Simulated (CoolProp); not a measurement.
Vapour pressure (MPa) of diethyl ether: the reference equation beside estimates from Tc = 467.9 K, pc = 3.717 MPa, ω = 0.282. Clausius-Clapeyron is anchored at 334.8 K with a constant enthalpy of vaporisation of 24.68 kJ/mol.

Computed with CoolProp (reference Helmholtz-energy equation of state, Thol 2014).

| T (K) | reference | Lee-Kesler | Clausius-Clapeyron | van der Waals | Redlich-Kwong | Soave-Redlich-Kwong |
|---|---|---|---|---|---|---|
| 276.1 | 0.02838 | 0.02760 | 0.03692 | 0.2931 | 0.06376 | 0.02790 |
| 285.9 | 0.04370 | 0.04270 | 0.05338 | 0.3584 | 0.09193 | 0.04301 |
| 295.7 | 0.06505 | 0.06386 | 0.07530 | 0.4330 | 0.1287 | 0.06413 |
| 305.4 | 0.09363 | (withheld) | 0.1036 | (withheld) | 0.1749 | 0.09248 |
| 315.2 | 0.1317 | 0.1303 | 0.1401 | (withheld) | 0.2331 | 0.1304 |
| 325 | 0.1809 | 0.1796 | 0.1861 | 0.7162 | 0.3044 | 0.1795 |
| 334.8 | 0.2432 | 0.2420 | 0.2432 | 0.8327 | 0.3902 | 0.2419 |
| 344.6 | 0.3207 | 0.3198 | 0.3129 | 0.9609 | 0.4920 | 0.3198 |
| 354.4 | 0.4156 | 0.4151 | 0.3971 | 1.101 | 0.6114 | 0.4155 |
| 364.2 | 0.5303 | 0.5302 | 0.4975 | 1.254 | 0.7498 | 0.5316 |
| 373.9 | 0.6656 | 0.6660 | 0.6146 | 1.418 | 0.9070 | 0.6690 |
| 383.7 | 0.8268 | 0.8276 | 0.7528 | 1.596 | 1.087 | 0.8333 |
| 393.5 | 1.015 | 1.017 | 0.9127 | 1.788 | 1.291 | (withheld) |
| 403.3 | 1.234 | 1.236 | 1.096 | 1.994 | 1.519 | 1.249 |

Question: What belongs in the gaps?

Answer: 
- 305.4, Lee-Kesler: 0.09230
- 305.4, van der Waals: 0.5164
- 315.2, van der Waals: 0.6109
- 393.5, Soave-Redlich-Kwong: 1.026

Absolute difference from the reference over all 14 rows, mean and median: Lee-Kesler 0.8 and 0.4 %, Clausius-Clapeyron 9.9 and 8.3 %, van der Waals 315.5 and 221.0 %, Redlich-Kwong 63.2 and 56.9 %, Soave-Redlich-Kwong 0.9 and 0.9 %.
